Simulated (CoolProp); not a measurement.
A single-stage vapour-compression cycle with n-perfluorobutane: evaporating at 236.15 K (dew point), condensing at 273.15 K (bubble point), superheat 2 K, subcooling 8 K, compressor efficiency 0.7, no pressure losses. Each further row changes one setting.

Model: reference Helmholtz-energy equation of state, Gao 2022, in CoolProp.

| case | cooling COP | pressure ratio | discharge temperature (K) | refrigerating effect (kJ/kg) | volumetric capacity (kJ/m³) |
|---|---|---|---|---|---|
| as stated | 3.85 | 5.75 | 273.2 | 78.8 | 184 |
| evaporating temperature 241.15 K | 4.72 | 4.36 | 273.2 | 82.6 | 249 |
| condensing temperature 268.15 K | … | 4.70 | 268.1 | 84.3 | 196 |
| subcooling 13 K | … | 5.75 | 273.2 | 84.3 | 196 |
| superheat 12 K | … | 5.75 | … | 86.7 | 193 |
| compressor efficiency 0.6 | … | 5.75 | 273.2 | 78.8 | 184 |

Task: What belongs in the gaps?

Result: 
- condensing temperature 268.15 K, cooling COP: 4.64
- subcooling 13 K, cooling COP: 4.12
- superheat 12 K, cooling COP: 3.96
- superheat 12 K, discharge temperature (K): 276.5
- compressor efficiency 0.6, cooling COP: 3.30

The compression ends wet for: as stated; evaporating temperature 241.15 K; condensing temperature 268.15 K; subcooling 13 K; compressor efficiency 0.6.
